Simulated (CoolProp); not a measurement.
Saturation properties of methanol.

The numbers come from the reference Helmholtz-energy equation of state, de Reuck 1993 in CoolProp.

```
T (°C)  p (MPa)  liquid density (kg/m³)  vapour Z  vapour viscosity (µPa s)  liquid conductivity (mW/(m K))
------  -------  ----------------------  --------  ------------------------  ------------------------------
124.35   0.7229                   681.8    0.8590                      12.4                             181
129.95   0.8407                   674.5    0.8464                      12.6                             180
135.55   0.9733                   667.0    0.8329                      12.7                             179
141.15    1.122                   659.2    0.8185                      12.9                             178
146.75    1.288                   651.1    0.8030                      13.0                             177
152.35    1.473                   642.6    0.7865                      13.2                             176
158.05    1.683                   633.6    0.7688                      13.3                             175
163.65    1.911                   624.3    0.7507                      13.5                             174
169.25    2.162                   614.6    0.7320                      13.6                             173
174.85    2.438                   604.3    0.7132                      13.8                             172
180.45    2.741                   593.4    0.6945                      14.0                             171
186.05    3.072                   581.9    0.6763                      14.2                             170
191.65    3.432                   569.5    0.6581                      14.5                             169
197.25    3.823                   556.2    0.6393                      14.8                             168
```

It boils at 64.5 °C under 1 atm.

Viscosity comes from a separate model (Xiang 2006). Thermal conductivity comes from a separate model (Sykioti 2013).
